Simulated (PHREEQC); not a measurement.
PHREEQC input (ion-association model, phreeqc.dat):

```
SOLUTION 0
  temp 15
  units mmol/kgw
  pH 7 charge
  Cl 112.35
  Ba 56
  Br 0.36
  K 0.36
  Pb 0.17
  O(0) 1 O2(g) -0.68
SOLUTION 1-30
  temp 15
  units mmol/kgw
  pH 7 charge
  Cl 23.01
  K 23
  O(0) 1 O2(g) -0.68
END
EXCHANGE 1-30
  X 0.042
  -equilibrate 1
END
SELECTED_OUTPUT 1
  -reset false
  -pH true
  -pe true
  -ionic_strength true
  -water true
  -step true
  -totals Ba Br Cl K Pb
  -molalities PbX2 BaX2 KX
  -saturation_indices Sylvite Pb(OH)2
PRINT
  -reset false
TRANSPORT
  -cells 30
  -shifts 90
  -lengths 0.0166667
  -time_step 60
  -dispersivities 0.018
  -boundary_conditions flux flux
  -correct_disp true
  -punch_cells 30
  -punch_frequency 3
END
```

Selected output (columns that matter, 19 of 31 rows; pore volumes added in front):

```
pore volumes	pH	mu	Ba	Br	Cl	K	Pb	m_PbX2	m_BaX2	m_KX	si_Sylvite	si_Pb(OH)2
0	5.0526	0.02301	0	0	0.02301	0.023	0	0	0	0.042	-4.2533	-1000
0.2167	5.0526	0.02301	0	3.8223e-17	0.02301	0.023	0	0	0	0.042	-4.2533	-1000
0.3167	5.0526	0.02301	0	7.4464e-10	0.02301	0.023	0	0	0	0.042	-4.2533	-1000
0.5167	5.0532	0.023745	2.4956e-18	2.9492e-06	0.023742	0.023735	1.6509e-20	1.7141e-19	2.506e-17	0.042	-4.2277	-18.589
0.7167	5.0604	0.034833	1.2777e-08	4.7451e-05	0.034786	0.034823	1.7347e-10	7.5809e-10	5.9604e-08	0.042	-3.9178	-8.6372
0.8167	5.0663	0.046928	1.0194e-05	9.595e-05	0.046822	0.046887	1.2687e-07	2.7893e-07	2.6165e-05	0.041947	-3.6789	-5.8349
1.0167	5.0765	0.078929	0.0040865	0.00020803	0.074636	0.066608	2.6904e-05	1.7245e-05	0.0035788	0.034808	-3.3618	-3.6208
1.2167	5.0832	0.11579	0.020405	0.00029052	0.095106	0.054392	9.2493e-05	3.148e-05	0.01022	0.021496	-3.3756	-3.1508
1.3167	5.0853	0.13045	0.028736	0.00031593	0.10141	0.044013	0.00011738	3.4825e-05	0.012772	0.016386	-3.4498	-3.0651
1.5167	5.0877	0.14996	0.041295	0.00034385	0.10834	0.025792	0.00014761	3.8547e-05	0.01642	0.0090822	-3.6653	-2.9837
1.7167	5.0889	0.15995	0.048609	0.00035461	0.11101	0.013817	0.00016105	4.0259e-05	0.018575	0.0047695	-3.9315	-2.9524
1.8167	5.0892	0.16278	0.050854	0.00035696	0.1116	0.0099075	0.00016443	4.0721e-05	0.019257	0.0034045	-4.0753	-2.9448
2.0167	5.0896	0.16602	0.053572	0.00035907	0.11212	0.0049903	0.00016788	4.1223e-05	0.020105	0.0017072	-4.3728	-2.9369
2.2167	5.0897	0.1675	0.054887	0.00035973	0.11228	0.0025202	0.00016921	4.1432e-05	0.020528	0.00086068	-4.6697	-2.9338
2.3167	5.0898	0.1679	0.055253	0.00035986	0.11231	0.0018186	0.00016952	4.1484e-05	0.020648	0.00062082	-4.8114	-2.9331
2.5167	5.0898	0.16834	0.055669	0.00035996	0.11234	0.0010127	0.00016982	4.1535e-05	0.020786	0.00034557	-5.0658	-2.9324
2.7167	5.0898	0.16853	0.055856	0.00035999	0.11235	0.00064621	0.00016994	4.1555e-05	0.020848	0.00022046	-5.261	-2.9321
2.8167	5.0898	0.16859	0.055905	0.00035999	0.11235	0.00054833	0.00016996	4.1559e-05	0.020865	0.00018706	-5.3324	-2.932
3.0167	5.0898	0.16864	0.055959	0.00036	0.11235	0.0004407	0.00016999	4.1564e-05	0.020883	0.00015034	-5.4273	-2.9319
```
